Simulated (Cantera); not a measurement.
## Stirred combustor or abatement burner

A perfectly stirred reactor is fed with 1.81 % C₃H₈, 18.9 % O₂, 71.1 % N₂, 8.17 % H₂O, equivalence ratio 0.48, at 730000 Pa; it is adiabatic with a 723 K inlet, and is followed from long to short residence time, starting on the burning branch (τ in s: 0.086, 0.045, 0.023, 0.012, 0.0064, 0.0033, 0.0017, 0.00091, 0.00047, 0.00025, 0.00013, 6.7e-05, 3.5e-05).

Model: GRI-Mech 3.0 (53 species, 325 reactions), integrated in Cantera. GRI-Mech 3.0 was tuned for natural gas; its chemistry of propane as a main component is partial and can be far from experiment.

| τ (s) | T (K) | x C₃H₈ | x O₂ | x H₂O | x HCO | x CH₄ |
|---|---|---|---|---|---|---|
| 0.086 | 1716 | 5.19e-7 | 0.0962 | 0.151 | 1.61e-9 | 5.63e-7 |
| 0.045 | 1716 | 9.00e-7 | 0.0963 | 0.151 | 3.07e-9 | 8.39e-7 |
| 0.023 | 1714 | 1.56e-6 | 0.0963 | 0.151 | 6.00e-9 | 1.21e-6 |
| 0.012 | 1712 | 2.61e-6 | 0.0964 | 0.151 | 1.15e-8 | 1.69e-6 |
| 0.0064 | 1710 | 4.25e-6 | 0.0965 | 0.151 | 2.19e-8 | 2.29e-6 |
| 0.0033 | 1705 | 7.06e-6 | 0.0967 | 0.151 | 4.32e-8 | 3.17e-6 |
| 0.0017 | 1698 | 1.17e-5 | 0.0971 | 0.151 | 8.61e-8 | 4.49e-6 |
| 0.00091 | 1688 | 1.92e-5 | 0.0977 | 0.150 | 1.67e-7 | 6.57e-6 |
| 0.00047 | 1669 | 3.36e-5 | 0.0988 | 0.150 | 3.39e-7 | 1.11e-5 |
| 0.00025 | 1633 | 6.60e-5 | 0.101 | 0.149 | 6.82e-7 | 2.41e-5 |
| 0.00013 | 723 | 0.0181 | 0.189 | 0.0817 | <1e-12 | <1e-12 |
| 6.7e-5 | 723 | 0.0181 | 0.189 | 0.0817 | <1e-12 | <1e-12 |
| 3.5e-5 | 723 | 0.0181 | 0.189 | 0.0817 | <1e-12 | <1e-12 |
x: mole fraction; the columns are a selection and need not sum to one.
